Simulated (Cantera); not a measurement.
An adiabatic, constant-pressure homogeneous reactor starts with H₂ : O₂ : N₂ = 1 : 1.43 : 5.37 (molar parts), at 1500 K and 1.01 bar. Integrator tolerance rtol = 1e-08.

Detailed kinetics in Cantera: the H2/O2 subset of GRI-Mech 3.0, which has no nitrogen chemistry.

Question: What does this change do: initial temperature 1500 to 1375 K?

Answer: 
```json
[
 {"quantity": "time of steepest temperature rise", "before": "15.4 µs", "after": "23.5 µs"},
 {"quantity": "temperature at 0.200 s", "before": "2339 K", "after": "2242 K"},
 {"quantity": "equilibrium temperature", "before": "2339 K", "after": "2242 K"},
 {"quantity": "x(H₂) at 0.200 s", "before": "0.000961 (gas-phase equilibrium 0.000961)", "after": "0.000554 (gas-phase equilibrium 0.000554)"},
 {"quantity": "x(O₂) at 0.200 s", "before": "0.124 (gas-phase equilibrium 0.124)", "after": "0.125 (gas-phase equilibrium 0.125)"},
 {"quantity": "x(HO₂) at 0.200 s", "before": "7.09e-6 (gas-phase equilibrium 7.09e-6)", "after": "5.32e-6 (gas-phase equilibrium 5.32e-6)"},
 {"quantity": "x(O) at 0.200 s", "before": "0.00219 (gas-phase equilibrium 0.00219)", "after": "0.00124 (gas-phase equilibrium 0.00124)"},
 {"quantity": "x(H) at 0.200 s", "before": "0.000366 (gas-phase equilibrium 0.000366)", "after": "0.000167 (gas-phase equilibrium 0.000167)"},
 {"quantity": "x(OH) at 0.200 s", "before": "0.00847 (gas-phase equilibrium 0.00847)", "after": "0.00596 (gas-phase equilibrium 0.00596)"},
 {"quantity": "x(H₂O₂) at 0.200 s", "before": "2.27e-7 (gas-phase equilibrium 2.27e-7)", "after": "1.80e-7 (gas-phase equilibrium 1.80e-7)"}
]
```

Question: What does this change do: N2 5.37 to 7.4 parts?

Answer: 
```json
[
 {"quantity": "time of steepest temperature rise", "before": "15.4 µs", "after": "19.6 µs"},
 {"quantity": "temperature at 0.200 s", "before": "2339 K", "after": "2190 K"},
 {"quantity": "equilibrium temperature", "before": "2339 K", "after": "2190 K"},
 {"quantity": "x(H₂) at 0.200 s", "before": "0.000961 (gas-phase equilibrium 0.000961)", "after": "0.000358 (gas-phase equilibrium 0.000358)"},
 {"quantity": "x(O₂) at 0.200 s", "before": "0.124 (gas-phase equilibrium 0.124)", "after": "0.0983 (gas-phase equilibrium 0.0983)"},
 {"quantity": "x(HO₂) at 0.200 s", "before": "7.09e-6 (gas-phase equilibrium 7.09e-6)", "after": "3.32e-6 (gas-phase equilibrium 3.32e-6)"},
 {"quantity": "x(O) at 0.200 s", "before": "0.00219 (gas-phase equilibrium 0.00219)", "after": "0.000797 (gas-phase equilibrium 0.000797)"},
 {"quantity": "x(H) at 0.200 s", "before": "0.000366 (gas-phase equilibrium 0.000366)", "after": "0.000101 (gas-phase equilibrium 0.000101)"},
 {"quantity": "x(OH) at 0.200 s", "before": "0.00847 (gas-phase equilibrium 0.00847)", "after": "0.00405 (gas-phase equilibrium 0.00405)"},
 {"quantity": "x(H₂O₂) at 0.200 s", "before": "2.27e-7 (gas-phase equilibrium 2.27e-7)", "after": "1.09e-7 (gas-phase equilibrium 1.09e-7)"}
]
```

Question: What does this change do: pressure from 1.01 bar to 5.00 bar?

Answer: 
```
quantity                                                              before                                      after
---------------------------------  -----------------------------------------  -----------------------------------------
time of steepest temperature rise                                    15.4 µs                                    3.22 µs
temperature at 0.200 s                                                2339 K                                     2361 K
equilibrium temperature                                               2339 K                                     2361 K
x(H₂) at 0.200 s                   0.000961 (gas-phase equilibrium 0.000961)  0.000492 (gas-phase equilibrium 0.000492)
x(O₂) at 0.200 s                         0.124 (gas-phase equilibrium 0.124)        0.125 (gas-phase equilibrium 0.125)
x(HO₂) at 0.200 s                    7.09e-6 (gas-phase equilibrium 7.09e-6)    1.14e-5 (gas-phase equilibrium 1.14e-5)
x(O) at 0.200 s                      0.00219 (gas-phase equilibrium 0.00219)    0.00112 (gas-phase equilibrium 0.00112)
x(H) at 0.200 s                    0.000366 (gas-phase equilibrium 0.000366)  0.000132 (gas-phase equilibrium 0.000132)
x(OH) at 0.200 s                     0.00847 (gas-phase equilibrium 0.00847)    0.00620 (gas-phase equilibrium 0.00620)
x(H₂O₂) at 0.200 s                   2.27e-7 (gas-phase equilibrium 2.27e-7)    5.41e-7 (gas-phase equilibrium 5.41e-7)
```
The hydrogen kinetics of GRI-Mech 3.0 are dated; newer H2 mechanisms differ, most at raised pressure.
